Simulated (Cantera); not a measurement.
## Adiabatic ignition

An adiabatic, constant-volume homogeneous reactor starts with 10.3 % CH4, 1.65 % CO, 23.8 % O2, 64.3 % N2, at 1200 K and 2300000 Pa.

Cantera simulation using GRI-Mech 3.0 (53 species, 325 reactions); the numbers are that mechanism's predictions, not measurements. The pressure lies above the range GRI-Mech 3.0 was tuned for (to about 10 atm). Above 3000 K some thermodynamic fits are extrapolated.

```csv
t (s),T (K),P (bar),x CH4,x CO,x O2,x H,x H2O,x H2O2
1.00e-6,1200,23.0,0.103,0.0165,0.238,4.56e-12,5.03e-9,1.98e-10
3.22e-6,1200,23.0,0.103,0.0165,0.238,1.10e-11,2.36e-8,1.92e-9
1.04e-5,1200,23.0,0.103,0.0165,0.238,3.80e-11,1.56e-7,1.62e-8
3.34e-5,1200,23.0,0.103,0.0165,0.238,1.85e-10,1.54e-6,9.32e-8
0.000107,1200,23.0,0.103,0.0165,0.238,7.71e-10,1.71e-5,2.82e-7
0.000346,1201,23.0,0.103,0.0165,0.238,1.74e-9,0.000119,6.64e-7
0.00111,1212,23.2,0.102,0.0165,0.237,1.54e-8,0.00126,5.16e-6
0.00359,3186,62.7,<1e-12,0.0368,0.0298,0.00354,0.177,5.46e-6
0.0116,3186,62.7,<1e-12,0.0368,0.0298,0.00354,0.177,5.46e-6
0.0372,3186,62.7,<1e-12,0.0368,0.0298,0.00354,0.177,5.46e-6
0.120,3186,62.7,<1e-12,0.0368,0.0298,0.00354,0.177,5.46e-6
0.386,3186,62.7,<1e-12,0.0368,0.0298,0.00354,0.177,5.46e-6
1.24,3186,62.7,<1e-12,0.0368,0.0298,0.00354,0.177,5.46e-6
4.00,3186,62.7,<1e-12,0.0368,0.0298,0.00354,0.177,5.46e-6
```
x: mole fraction; the columns are a selection and need not sum to one.

```yaml
time_of_steepest_temperature_rise: 1.66 ms
temperature at 4.00 s: 3186 K
equilibrium_temperature: 3186 K
x(CH4) at 4.00 s: <1e-12 (gas-phase equilibrium <1e-12)
x(CO) at 4.00 s: 0.0368 (gas-phase equilibrium 0.0368)
x(O2) at 4.00 s: 0.0298 (gas-phase equilibrium 0.0298)
```
